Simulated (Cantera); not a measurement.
Ignition delay

Mixture: H2 : O2 : N2 = 1 : 0.521 : 1.96 (molar parts), equivalence ratio 0.96, at 1430 Torr, adiabatic and at constant pressure. Ignition delay is the time to a rise of 400 K.

Model: GRI-Mech 3.0 (53 species, 325 reactions), integrated in Cantera. Where the delays flatten at high temperature, the 400 K rule measures the pace of heat release, not the induction time.

```json
[
 {"T0 (K)": "1275", "delay (ms)": "0.0175"},
 {"T0 (K)": "1350", "delay (ms)": "0.0128"},
 {"T0 (K)": "1425", "delay (ms)": "0.00999"},
 {"T0 (K)": "1500", "delay (ms)": "0.00826"},
 {"T0 (K)": "1575", "delay (ms)": "0.00717"}
]
```
